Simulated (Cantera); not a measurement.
Charge: 1 mol Si3H8, 0.96 mol Cl2, 6.5 mol N2, equilibrated at 873.15 K and 1.33 mbar.

Method: chemical equilibrium by Gibbs-energy minimisation in Cantera with the NASA 1993 tables (ideal gas, pure condensed phases). Candidate condensed phases: NH4Cl, Si, Si3N4; 28 gas species. The feed counts by its element totals alone. N2 is the only nitrogen source here; it is nearly inert below about 1500 K, so the nitride shown seldom forms there in practice. Equilibrium is a limit: real reactors are often held back by kinetics, nucleation or transport.

Base state: N2 0.477, H2 0.324, HCl 0.197, SiCl4 0.00142 (mole fractions); condensed: Si3N4(s).

Problem. What changes in the equilibrium state with this change: Si3H8 replaced by SiCl4?

Solution. 
| species | before | after |
|---|---|---|
| N2 | 0.477 | 0.768 |
| SiCl4 | 0.00142 | 0.118 |
| Cl2 | <1e-9 | 0.113 |
| H2 | 0.324 | 0 |
| HCl | 0.197 | 0 |
| Cl | <1e-9 | 0.000409 |
| Si3N4(s), mol | 0.996 | 0 |
